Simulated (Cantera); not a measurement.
Input: 1 mol Si, a varied amount of Cl2, 0.16 mol N2, held at 1.80 Pa.

These are equilibrium values from Cantera (NASA tables, ideal gas, pure condensed phases), not measurements of a reactor. Candidate condensed phases: Si, Si3N4; 13 gas species. N2 is the only nitrogen source here; it is nearly inert below about 1500 K, so the nitride shown seldom forms there in practice. Mutual solubility and eutectic melting of coexisting phases are not modelled. The tables' values for SiCl3 are old estimates. The numbers say what is thermodynamically allowed, not how fast it happens.

Task: What condenses at these points (T in °C, n(Cl2) in mol): (827, 1.8); (777, 2.7); (1127, 0.88); (1027, 2.2); (827, 3.6); (827, 0.88); (927, 3.1)?

Result: 
```json
[
 {"T (°C)": "827", "n(Cl2) in mol": "1.8", "condensed phases": "Si3N4", "Si condensed (%)": "4.6"},
 {"T (°C)": "777", "n(Cl2) in mol": "2.7", "condensed phases": "gas only", "Si condensed (%)": "0.0"},
 {"T (°C)": "1127", "n(Cl2) in mol": "0.88", "condensed phases": "Si", "Si condensed (%)": "12.5"},
 {"T (°C)": "1027", "n(Cl2) in mol": "2.2", "condensed phases": "gas only", "Si condensed (%)": "0.0"},
 {"T (°C)": "827", "n(Cl2) in mol": "3.6", "condensed phases": "gas only", "Si condensed (%)": "0.0"},
 {"T (°C)": "827", "n(Cl2) in mol": "0.88", "condensed phases": "Si + Si3N4", "Si condensed (%)": "35.6"},
 {"T (°C)": "927", "n(Cl2) in mol": "3.1", "condensed phases": "gas only", "Si condensed (%)": "0.0"}
]
```
